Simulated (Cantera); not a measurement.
## Low-pressure radical oxidation in H2/O2

An isothermal, constant-pressure homogeneous reactor starts with H₂ : O₂ = 0.022 : 1 (molar parts), equivalence ratio 0.011, at 1173 K and 0.00280 bar.

Computed with Cantera and the H2/O2 subset of GRI-Mech 3.0, which has no nitrogen chemistry. Radical loss at walls, strong at low pressure, is not modelled.

```csv
t (s),x H₂,x O₂,x HO₂,x H,x OH,x O,x H₂O₂
0.000200,0.0215,0.978,4.82e-10,3.36e-10,1.53e-10,1.60e-10,<1e-12
0.000735,0.0215,0.978,1.77e-9,8.19e-10,1.20e-9,1.41e-9,<1e-12
0.00270,0.0215,0.978,6.52e-9,4.31e-9,1.10e-8,1.58e-8,2.51e-12
0.00993,0.0215,0.978,2.66e-8,7.52e-7,2.11e-6,3.20e-6,3.42e-11
0.0365,0.000352,0.960,4.67e-7,0.00234,0.00182,0.0165,1.24e-8
0.134,0.000174,0.961,4.09e-7,0.00184,0.00146,0.0163,8.41e-9
0.493,0.000143,0.964,3.82e-7,0.00135,0.00133,0.0132,8.47e-9
1.81,7.75e-5,0.971,2.99e-7,0.000521,0.000979,0.00695,8.30e-9
6.66,1.83e-5,0.976,1.49e-7,5.83e-5,0.000477,0.00161,6.51e-9
24.5,2.18e-6,0.978,3.95e-8,2.40e-6,0.000165,0.000191,3.00e-9
90.0,2.41e-7,0.978,7.33e-9,8.78e-8,5.50e-5,2.10e-5,8.04e-10
```
x: mole fraction; the columns are a selection and need not sum to one.

Equilibrium at this temperature and pressure: H₂ 2.99e-9, O₂ 0.978, HO₂ 3.36e-9, H 1.23e-10, OH 6.15e-6, O 2.63e-7, H₂O₂ 2.13e-11 (gas phase only).
